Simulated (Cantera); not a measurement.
A perfectly stirred reactor is fed with 1.73 % C3H8, 20.6 % O2, 77.6 % N2, equivalence ratio 0.42, at 6.80 bar; it is adiabatic with a 725 K inlet, and is followed from long to short residence time, starting on the burning branch (τ in s: 0.31, 0.13, 0.055, 0.023, 0.0098, 0.0041, 0.0018, 0.00074, 0.00031, 0.00013, 5.6e-05, 2.4e-05, 9.9e-06).

Computed with Cantera and GRI-Mech 3.0 (53 species, 325 reactions). GRI-Mech 3.0 was tuned for natural gas; its chemistry of propane as a main component is partial and can be far from experiment.

x: mole fraction; the columns are a selection and need not sum to one.

| τ (s) | T (K) | x C3H8 | x O2 | x CH2CO | x H2O | x C2H4 | x O | x H2 |
|---|---|---|---|---|---|---|---|---|
| 0.31 | 1700 | 2.22e-7 | 0.118 | 5.57e-7 | 0.0680 | 9.70e-7 | 9.91e-6 | 3.15e-6 |
| 0.13 | 1699 | 4.65e-7 | 0.118 | 1.13e-6 | 0.0680 | 1.91e-6 | 1.41e-5 | 4.84e-6 |
| 0.055 | 1698 | 9.31e-7 | 0.118 | 2.19e-6 | 0.0680 | 3.56e-6 | 2.16e-5 | 7.95e-6 |
| 0.023 | 1696 | 1.82e-6 | 0.118 | 4.14e-6 | 0.0679 | 6.46e-6 | 3.50e-5 | 1.37e-5 |
| 0.0098 | 1693 | 3.42e-6 | 0.118 | 7.56e-6 | 0.0678 | 1.13e-5 | 5.74e-5 | 2.39e-5 |
| 0.0041 | 1688 | ? | 0.118 | ? | 0.0676 | ? | ? | ? |
| 0.0018 | 1679 | 1.15e-5 | 0.118 | 2.41e-5 | 0.0674 | 3.36e-5 | 0.000152 | 7.53e-5 |
| 0.00074 | 1662 | 2.23e-5 | 0.119 | 4.47e-5 | 0.0671 | 6.07e-5 | 0.000241 | 0.000141 |
| 0.00031 | 1627 | 4.75e-5 | 0.121 | 8.79e-5 | 0.0664 | 0.000121 | 0.000331 | 0.000279 |
| 0.00013 | 725 | 0.0173 | 0.206 | <1e-12 | <1e-12 | <1e-12 | <1e-12 | <1e-12 |
| 5.6e-5 | 725 | 0.0173 | 0.206 | <1e-12 | <1e-12 | <1e-12 | <1e-12 | <1e-12 |
| 2.4e-5 | 725 | 0.0173 | 0.206 | <1e-12 | <1e-12 | <1e-12 | <1e-12 | <1e-12 |
| 9.9e-6 | 725 | 0.0173 | 0.206 | <1e-12 | <1e-12 | <1e-12 | <1e-12 | <1e-12 |

Question: Complete the blanks.

Answer: 
- 0.0041, x C3H8: 6.40e-6
- 0.0041, x CH2CO: 1.38e-5
- 0.0041, x C2H4: 1.98e-5
- 0.0041, x O: 9.53e-5
- 0.0041, x H2: 4.28e-5
